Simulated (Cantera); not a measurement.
A closed system holds: 1 mol CuO, 3.6 mol CH4, 2.7 mol H2, 0.35 mol C, equilibrated at 0.133 bar.

These are equilibrium values from Cantera (NASA tables, ideal gas, pure condensed phases), not measurements of a reactor. Candidate condensed phases: C, C6H6, C7H8, C8H18, Cu, CuO, Cu(OH)2, Cu2O, H2O; 113 gas species. Equilibrium is a limit: real reactors are often held back by kinetics, nucleation or transport.

log p: log10 of the partial pressure in bar; n: condensed amount in mol.

```csv
T (°C),log p H2,log p CO,log p Cu,log p H,log p C2H2 (acetylene),log p CH4,log p H2O,n C(graphite),n Cu(s),n Cu(l)
800,-0.92,-1.92,-9.62,-8.31,-9.06,-3.18,-3.72,2.91,1.00,0
950,-0.92,-1.91,[?],[?],[?],[?],[?],2.94,1.000,0
1100,-0.92,-1.91,-6.10,-5.94,-6.68,-4.13,-5.16,2.94,0,1.000
1250,-0.92,-1.91,-4.92,-5.09,-5.84,-4.47,-5.67,2.95,0,0.999
1400,-0.92,-1.91,-3.95,-4.40,-5.16,-4.75,-6.08,2.95,0,0.991
1550,-0.92,-1.92,-3.15,-3.82,-4.59,-4.99,-6.43,2.94,0,0.942
1700,-0.93,-1.92,-2.48,-3.33,-4.12,-5.20,-6.74,2.94,0,0.717
1850,-0.96,-1.95,-1.96,-2.93,-3.74,-5.42,-7.04,2.92,0,0
2000,-0.97,-1.96,-1.96,-2.56,-3.39,-5.58,-7.27,2.88,0,0
2150,-0.98,-1.96,-1.96,[?],[?],[?],[?],2.80,0,0
2300,-1.00,-1.97,-1.97,-1.97,-2.84,-5.88,-7.66,2.67,0,0
```

Task: What belongs in the gaps?

Result: 
- 950, log p Cu: -7.64
- 950, log p H: -6.98
- 950, log p C2H2 (acetylene): -7.72
- 950, log p CH4: -3.71
- 950, log p H2O: -4.53
- 2150, log p H: -2.24
- 2150, log p C2H2 (acetylene): -3.09
- 2150, log p CH4: -5.73
- 2150, log p H2O: -7.47
